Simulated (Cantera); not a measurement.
Cantera run:

```python
import numpy as np
import cantera as ct

gas_names = """
    ZrO2 NO2 O N
""".split()
cond_names = """
    ZrN(s) ZrN(L) ZrO2(a) ZrO2(b) ZrO2(L)
""".split()


# ... load() reads the species with a 1 bar reference pressure and builds the phases ...
species = {s.name: s for s in load("nasa_gas.yaml", gas_names) + load("nasa_condensed.yaml", cond_names)}
# Each term lists the table entries of one substance; the one whose range holds T is used.
reactions = {
    'ZrO2(g) + NO2(g) = ZrN + 4 O(g)':
        [(-1, ['ZrO2']), (-1, ['NO2']), (1, ['ZrN(s)', 'ZrN(L)']), (4, ['O'])],
    'ZrN + NO2(g) = 2 N(g) + ZrO2':
        [(-1, ['ZrN(s)', 'ZrN(L)']), (-1, ['NO2']), (2, ['N']), (1, ['ZrO2(a)', 'ZrO2(b)', 'ZrO2(L)'])],
}


def pick(names, T):
    return next(species[n] for n in names if species[n].thermo.min_temp <= T <= species[n].thermo.max_temp)


results = []
for label, terms in reactions.items():
    print(label)
    print("     T/K   dH/kJ  dS/(J/K)   dG/kJ   log10 K")
    for T in [300, 625, 700, 775, 850, 925]:
        used = [(nu, pick(names, T)) for nu, names in terms]
        dH = sum(nu * s.thermo.h(T) for nu, s in used) / 1e6
        dS = sum(nu * s.thermo.s(T) for nu, s in used) / 1e3
        dG = dH - T * dS / 1e3
        logK = -dG * 1e6 / (ct.gas_constant * T * np.log(10))
        results.append((label, T, dH, dS, dG, logK, [s.name for _, s in used]))
        print(f"{T:8g} {dH:8.1f} {dS:8.1f} {dG:8.1f} {logK:8.2f}")
```

It prints:

```
ZrO2(g) + NO2(g) = ZrN + 4 O(g)
     T/K   dH/kJ  dS/(J/K)   dG/kJ   log10 K
     300    883.5    169.5    832.7  -144.98
     625    896.0    198.2    772.1   -64.53
     700    898.4    201.8    757.1   -56.50
     775    900.7    204.9    741.9   -50.00
     850    902.8    207.6    726.4   -44.64
     925    904.9    210.0    710.7   -40.13
ZrN + NO2(g) = 2 N(g) + ZrO2
     T/K   dH/kJ  dS/(J/K)   dG/kJ   log10 K
     300    179.0     78.0    155.6   -27.09
     625    185.2     92.2    127.6   -10.66
     700    186.3     93.9    120.6    -9.00
     775    187.4     95.4    113.5    -7.65
     850    188.4     96.6    106.3    -6.53
     925    189.4     97.7     99.0    -5.59
```

Cantera with NASA thermochemical tables; ideal gases at 1 bar, condensed phases pure. ZrN: taken at fixed stoichiometry. Condensed species are held in their standard states even where they would react or evaporate.
